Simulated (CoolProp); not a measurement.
n-decane along the isobar 901 kPa: density (kg/m³) from the reference equation and from simpler models built on Tc = 344.5 °C, pc = 2101 kPa, ω = 0.488; each cubic takes its own stable root.

Model: reference Helmholtz-energy equation of state, Lemmon 2006, in CoolProp. It is a short technical equation, of lower accuracy than the large ones.

```json
[
 {"T (°C)": "121.15", "phase": "liquid", "reference": "651.4", "van der Waals": "352.5", "Redlich-Kwong": "514.6", "Soave-Redlich-Kwong": "548.3"},
 {"T (°C)": "137.35", "phase": "liquid", "reference": "637.9", "van der Waals": "345.6", "Redlich-Kwong": "502.8", "Soave-Redlich-Kwong": "537.7"},
 {"T (°C)": "153.45", "phase": "liquid", "reference": "624.1", "van der Waals": "338.4", "Redlich-Kwong": "490.3", "Soave-Redlich-Kwong": "526.4"},
 {"T (°C)": "169.55", "phase": "liquid", "reference": "609.9", "van der Waals": "330.7", "Redlich-Kwong": "477.1", "Soave-Redlich-Kwong": "514.2"},
 {"T (°C)": "185.65", "phase": "liquid", "reference": "595.1", "van der Waals": "322.4", "Redlich-Kwong": "463.1", "Soave-Redlich-Kwong": "500.9"},
 {"T (°C)": "201.75", "phase": "liquid", "reference": "579.7", "van der Waals": "313.4", "Redlich-Kwong": "448.0", "Soave-Redlich-Kwong": "486.4"},
 {"T (°C)": "217.95", "phase": "liquid", "reference": "563.2", "van der Waals": "303.4", "Redlich-Kwong": "431.5", "Soave-Redlich-Kwong": "470.4"},
 {"T (°C)": "234.05", "phase": "liquid", "reference": "545.6", "van der Waals": "41.58", "Redlich-Kwong": "413.4", "Soave-Redlich-Kwong": "452.7"},
 {"T (°C)": "250.15", "phase": "liquid", "reference": "526.5", "van der Waals": "38.83", "Redlich-Kwong": "393.2", "Soave-Redlich-Kwong": "432.7"},
 {"T (°C)": "266.25", "phase": "liquid", "reference": "505.0", "van der Waals": "36.56", "Redlich-Kwong": "39.24", "Soave-Redlich-Kwong": "409.6"},
 {"T (°C)": "282.35", "phase": "liquid", "reference": "479.8", "van der Waals": "34.64", "Redlich-Kwong": "36.57", "Soave-Redlich-Kwong": "381.9"},
 {"T (°C)": "298.45", "phase": "gas", "reference": "36.52", "van der Waals": "32.98", "Redlich-Kwong": "34.41", "Soave-Redlich-Kwong": "35.29"},
 {"T (°C)": "314.65", "phase": "gas", "reference": "33.79", "van der Waals": "31.50", "Redlich-Kwong": "32.58", "Soave-Redlich-Kwong": "33.03"},
 {"T (°C)": "330.75", "phase": "gas", "reference": "31.69", "van der Waals": "30.20", "Redlich-Kwong": "31.02", "Soave-Redlich-Kwong": "31.18"},
 {"T (°C)": "346.85", "phase": "gas", "reference": "29.98", "van der Waals": "29.02", "Redlich-Kwong": "29.65", "Soave-Redlich-Kwong": "29.62"}
]
```

At some of these states van der Waals, Redlich-Kwong gives the other phase, because its saturation line lies elsewhere.
